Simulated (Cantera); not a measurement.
Input: 1 mol CsCl, 0.087 mol H₂O, 1.8 mol N₂, 2.3 mol H₂, at 1175 K and 42.0 Pa.

Method: chemical equilibrium by Gibbs-energy minimisation in Cantera with the NASA 1993 tables (ideal gas, pure condensed phases). Candidate condensed phases: Cs, CsCl, CsOH, H₂O, NH₄Cl; 37 gas species. Rates play no part.

Base state: H₂ 0.443, N₂ 0.347, CsCl 0.192, H₂O 0.0168, Cs₂Cl₂ 0.000487, HCl 0.000296, Cs 0.000273, CsOH 2.27e-5 (mole fractions); condensed: gas only.

What changes in the equilibrium state with this change: 0.17 mol Cl₂ added?


```
species    before     after
-------  --------  --------
H₂          0.443     0.398
N₂          0.347     0.336
CsCl        0.192     0.186
HCl      0.000296    0.0635
H₂O        0.0168    0.0162
Cs       0.000273   1.17e-6
CsOH      2.27e-5   9.96e-8
Cs₂Cl₂   0.000487  0.000458
```

What changes in the equilibrium state with this change: pressure from 42.0 Pa to 0.100 bar?


```csv
species,before,after
H₂,0.443,0.462
N₂,0.347,0.362
CsCl,0.192,0.116
Cs₂Cl₂,0.000487,0.0425
H₂O,0.0168,0.0174
Cs,0.000273,3.75e-5
HCl,0.000296,8.65e-5
CsOH,2.27e-5,4.90e-5
```
